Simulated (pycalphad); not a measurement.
Al-Ce solution, phase LIQUID, at 1450 K; mixing quantities and activities refer to the pure elements in the same phase at that temperature, stable or not. Over part of the range this solution is metastable.

All values are pycalphad results on the COST 507 light-alloy database (1999) (1 atm), not direct measurements. These are 1990s assessments: newer ones move some temperatures and phases.

```json
[
 {"x(Ce)": "0.02", "ΔH mix (kJ/mol)": "-3.62", "ΔG mix (kJ/mol)": "-3.11", "excess S (J/mol/K)": "-1.16", "a(Al)": "0.975", "a(Ce)": "8.64e-6"},
 {"x(Ce)": "0.05", "ΔH mix (kJ/mol)": "-8.68", "ΔG mix (kJ/mol)": "-6.98", "excess S (J/mol/K)": "-2.82", "a(Al)": "0.919", "a(Ce)": "4.64e-5"},
 {"x(Ce)": "0.1", "ΔH mix (kJ/mol)": "-16.14", "ΔG mix (kJ/mol)": "-12.31", "excess S (J/mol/K)": "-5.34", "a(Al)": "0.793", "a(Ce)": "0.000296"},
 {"x(Ce)": "0.2", "ΔH mix (kJ/mol)": "___", "ΔG mix (kJ/mol)": "___", "excess S (J/mol/K)": "-9.49", "a(Al)": "___", "a(Ce)": "___"},
 {"x(Ce)": "0.3", "ΔH mix (kJ/mol)": "-34.85", "ΔG mix (kJ/mol)": "-24.17", "excess S (J/mol/K)": "-12.44", "a(Al)": "0.272", "a(Ce)": "0.0260"},
 {"x(Ce)": "0.4", "ΔH mix (kJ/mol)": "-38.22", "ΔG mix (kJ/mol)": "-25.73", "excess S (J/mol/K)": "-14.21", "a(Al)": "0.134", "a(Ce)": "0.0985"},
 {"x(Ce)": "0.5", "ΔH mix (kJ/mol)": "-38.14", "ΔG mix (kJ/mol)": "-25.06", "excess S (J/mol/K)": "-14.79", "a(Al)": "0.0630", "a(Ce)": "0.249"},
 {"x(Ce)": "0.6", "ΔH mix (kJ/mol)": "-35.00", "ΔG mix (kJ/mol)": "-22.56", "excess S (J/mol/K)": "-14.18", "a(Al)": "0.0301", "a(Ce)": "0.457"},
 {"x(Ce)": "0.7", "ΔH mix (kJ/mol)": "-29.22", "ΔG mix (kJ/mol)": "-18.61", "excess S (J/mol/K)": "-12.40", "a(Al)": "0.0152", "a(Ce)": "0.663"},
 {"x(Ce)": "0.8", "ΔH mix (kJ/mol)": "___", "ΔG mix (kJ/mol)": "___", "excess S (J/mol/K)": "-9.43", "a(Al)": "___", "a(Ce)": "___"},
 {"x(Ce)": "0.9", "ΔH mix (kJ/mol)": "-11.32", "ΔG mix (kJ/mol)": "-7.55", "excess S (J/mol/K)": "-5.30", "a(Al)": "0.00427", "a(Ce)": "0.915"},
 {"x(Ce)": "0.95", "ΔH mix (kJ/mol)": "-5.81", "ΔG mix (kJ/mol)": "-4.15", "excess S (J/mol/K)": "-2.80", "a(Al)": "0.00245", "a(Ce)": "0.955"},
 {"x(Ce)": "0.98", "ΔH mix (kJ/mol)": "-2.36", "ΔG mix (kJ/mol)": "-1.87", "excess S (J/mol/K)": "-1.15", "a(Al)": "0.00111", "a(Ce)": "0.981"}
]
```

Task: Fill in the missing entries.

Result: 
- 0.2, ΔH mix (kJ/mol): -27.63
- 0.2, ΔG mix (kJ/mol): -19.90
- 0.2, a(Al): 0.503
- 0.2, a(Ce): 0.00406
- 0.8, ΔH mix (kJ/mol): -21.19
- 0.8, ΔG mix (kJ/mol): -13.54
- 0.8, a(Al): 0.00820
- 0.8, a(Ce): 0.816
